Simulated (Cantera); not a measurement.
**Stirred combustor or abatement burner**

A perfectly stirred reactor is fed with CH3OH : O2 : N2 = 1 : 2.08 : 7.83 (molar parts), at 2.20 bar; it is adiabatic with a 748 K inlet, and is followed from long to short residence time, starting on the burning branch (τ in s: 0.045, 0.023, 0.011, 0.0056, 0.0028, 0.0014, 0.00069, 0.00034, 0.00017, 8.5e-05, 4.2e-05, 2.1e-05).

Computed with Cantera and GRI-Mech 3.0 (53 species, 325 reactions). GRI-Mech 3.0 was tuned for natural gas; its chemistry of methanol as a main component is partial and can be far from experiment.

```csv
τ (s),T (K),x CH3OH,x O2,x HCN,x NO,x HCO,x H2
0.045,2224,8.83e-7,0.0500,1.14e-8,0.00159,3.13e-8,0.000791
0.023,2222,1.64e-6,0.0504,1.23e-8,0.000970,6.12e-8,0.000870
0.011,2216,3.14e-6,0.0508,1.24e-8,0.000558,1.28e-7,0.00103
0.0056,2206,5.46e-6,0.0512,1.22e-8,0.000345,2.53e-7,0.00128
0.0028,2189,9.25e-6,0.0518,1.20e-8,0.000216,5.07e-7,0.00171
0.0014,2164,1.52e-5,0.0526,1.28e-8,0.000135,1.01e-6,0.00233
0.00069,2129,2.51e-5,0.0538,1.61e-8,8.20e-5,2.05e-6,0.00320
0.00034,2085,4.19e-5,0.0555,2.48e-8,4.93e-5,4.12e-6,0.00426
0.00017,2033,7.21e-5,0.0577,4.31e-8,3.01e-5,8.15e-6,0.00543
8.5e-5,1973,0.000133,0.0608,7.80e-8,1.81e-5,1.62e-5,0.00661
4.2e-5,1899,0.000292,0.0663,1.37e-7,9.03e-6,3.35e-5,0.00785
2.1e-5,748,0.0917,0.191,<1e-12,<1e-12,<1e-12,<1e-12
```
x: mole fraction; the columns are a selection and need not sum to one.
